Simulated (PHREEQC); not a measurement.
A column of 1 m (40 cells, dispersivity 0.08 m, 720 s a shift, diffusion coefficient 3e-10 m²/s) holds 0.041 eq of the database's cation exchanger X per kg of pore water, first in equilibrium with 0.00076 mol/kgw KBr, 0.0015 mol/kgw MgSO4, 0.0077 mol/kgw ZnCl2 and 1e-05 mol/kgw HCl. It is flushed with 1.5 mmol/kgw ZnSO4, 26 mmol/kgw KCl and 0.01 mmol/kgw HCl, at 25 °C. Values are for the last cell. The system is closed to CO2. Nothing may precipitate in this run.

Base run: PHREEQC, ion-association model, phreeqc.dat. Each further column changes one thing. The table gives K in solution (mol/kgw).

```tsv
pore volumes	base	exchange capacity from 0.041 to 0.021 eq/kgw	dispersivity from 0.08 to 0.16 m
0	0.000760	0.000760	0.000760
0.6125	0.000858	0.00125	0.00141
1.062	0.00357	0.00738	0.00576
1.663	0.0115	0.0171	0.0128
2.263	0.0174	0.0220	0.0176
2.712	0.0202	0.0237	0.0200
3.312	0.0225	0.0250	0.0220
3.913	0.0238	0.0255	0.0233
4.362	0.0245	0.0257	0.0240
4.963	0.0251	0.0259	0.0246
```
